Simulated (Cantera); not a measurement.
Charge: 1 mol CH3SiCl3, 0.25 mol CH4, 34 mol H2, held at 0.200 bar.

Method: chemical equilibrium by Gibbs-energy minimisation in Cantera with the NASA 1993 tables (ideal gas, pure condensed phases). Candidate condensed phases: C, C6H6, C7H8, C8H18, Si, SiC; 109 gas species. The feed counts by its element totals alone. Gases not in the tables: Si2H6 and higher silanes. Rates play no part.

Q: Which condensed phases are stable at each of these points (T (K)): 1675, 1775, 1875, 1975, 2075, 2175, 2275, 2375, 2475, 2575?

A: 
| T (K) | condensed phases | Si condensed (%) |
|---|---|---|
| 1675 | C(graphite) + SiC(s) | 98.7 |
| 1775 | C(graphite) + SiC(s) | 98.2 |
| 1875 | C(graphite) + SiC(s) | 97.6 |
| 1975 | C(graphite) + SiC(s) | 96.8 |
| 2075 | C(graphite) + SiC(s) | 95.8 |
| 2175 | C(graphite) + SiC(s) | 94.1 |
| 2275 | C(graphite) + SiC(s) | 90.8 |
| 2375 | SiC(s) | 82.2 |
| 2475 | SiC(s) | 58.5 |
| 2575 | gas only | 0.0 |

From 1675 K to 2275 K the condensed part is C(graphite) + SiC(s). From 2375 K to 2475 K the condensed part is SiC(s). At 2575 K nothing is condensed.
